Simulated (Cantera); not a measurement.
Charge: 1 mol SiCl4, 0.41 mol O2, 42 mol H2, at 97.0 Pa.

Equilibrium computed with Cantera from the NASA thermochemical tables; the gas is ideal and each condensed phase is pure. Candidate condensed phases: H2O, Si, SiO2; 30 gas species. Mutual solubility and eutectic melting of coexisting phases are not modelled. The tables' values for SiCl3 are old estimates; treat these amounts as uncertain. The numbers say what is thermodynamically allowed, not how fast it happens. All values below are at 1098 K.

Base state: H2 0.929, HCl 0.0585, SiCl2 0.00747, SiCl4 0.00299, SiCl3 0.00126, SiHCl3 0.000692, SiO 2.22e-5, SiH2Cl2 1.91e-5 (mole fractions); condensed: Si(s) + SiO2(β-quartz).

What changes in the equilibrium state with this change: O2 from 0.41 to 1.5 mol?


| species | before | after |
|---|---|---|
| H2 | 0.929 | 0.886 |
| HCl | 0.0585 | 0.0909 |
| H2O | 8.11e-9 | 0.0227 |
| SiCl2 | 0.00747 | <1e-9 |
| SiCl4 | 0.00299 | <1e-9 |
| SiCl3 | 0.00126 | <1e-9 |
| SiHCl3 | 0.000692 | <1e-9 |
| SiO | 2.22e-5 | <1e-9 |
| Si(s), mol | 0.0446 | 0 |
| SiO2(β-quartz), mol | 0.410 | 1.00 |

What changes in the equilibrium state with this change: pressure from 97.0 Pa to 1.00 bar?


| species | before | after |
|---|---|---|
| H2 | 0.929 | 0.945 |
| HCl | 0.0585 | 0.0416 |
| SiCl4 | 0.00299 | 0.00994 |
| SiCl2 | 0.00747 | 4.84e-5 |
| SiO | 2.22e-5 | 2.45e-9 |
| SiCl3 | 0.00126 | 0.000185 |
| SiH2Cl2 | 1.91e-5 | 0.000130 |
| SiHCl3 | 0.000692 | 0.00328 |
| Si(s), mol | 0.0446 | 0 |
| SiO2(β-quartz), mol | 0.410 | 0.410 |
